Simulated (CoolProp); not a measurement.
Properties of C2F6 (R116) along the isotherm 39.35 °C (Tc = 19.9 °C, pc = 3.048 MPa, ω = 0.257).

Computed with CoolProp (reference Helmholtz-energy equation of state, Lemmon 2006). It is a short technical equation, of lower accuracy than the large ones.

```tsv
p (MPa)	phase	expansivity (1/kK)	conductivity (mW/(m K))	fugacity coefficient
0.0145	gas	3.214	15.9	0.9987
0.0212	gas	3.221	15.9	0.9981
0.0311	gas	3.230	15.9	0.9973
0.0457	gas	3.245	15.9	0.9960
0.0671	gas	3.266	15.9	0.9941
0.0985	gas	3.298	15.9	0.9914
0.145	gas	3.345	15.9	0.9873
0.212	gas	3.416	15.9	0.9815
0.311	gas	(withheld)	16.0	(withheld)
0.457	gas	3.697	16.0	0.9603
0.671	gas	3.975	16.1	(withheld)
0.985	gas	(withheld)	16.3	0.9149
1.45	gas	5.348	16.7	0.8754
2.12	gas	(withheld)	17.6	0.8190
3.11	supercritical	(withheld)	20.6	0.7363
4.57	supercritical	40.94	(withheld)	(withheld)
```

Question: What belongs in the gaps?

Answer: 
- 0.311, expansivity (1/kK): 3.525
- 0.311, fugacity coefficient: 0.9729
- 0.671, fugacity coefficient: 0.9418
- 0.985, expansivity (1/kK): 4.450
- 2.12, expansivity (1/kK): 7.306
- 3.11, expansivity (1/kK): 13.71
- 4.57, conductivity (mW/(m K)): 31.9
- 4.57, fugacity coefficient: 0.6134

Thermal conductivity comes from a separate model (Huber 2003), an estimate that may be off by 10 % or more.
